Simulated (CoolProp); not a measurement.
The numbers come from the reference Helmholtz-energy equation of state, Bücker 2006 in CoolProp.

Problem. Give the vapour pressure (kPa), liquid density (kg/m³), surface tension (mN/m), liquid viscosity (µPa s) of saturated n-butane at 336.7, 401.8 K.

Solution. 
| T (K) | p (kPa) | liquid density (kg/m³) | surface tension (mN/m) | liquid viscosity (µPa s) |
|---|---|---|---|---|
| 336.7 | 695 | 524 | 7.70 | 111 |
| 401.8 | 2570 | 403 | 1.54 | 54.5 |

Viscosity comes from a separate model (Vogel 1999). Surface tension comes from a separate correlation (Mulero 2012).
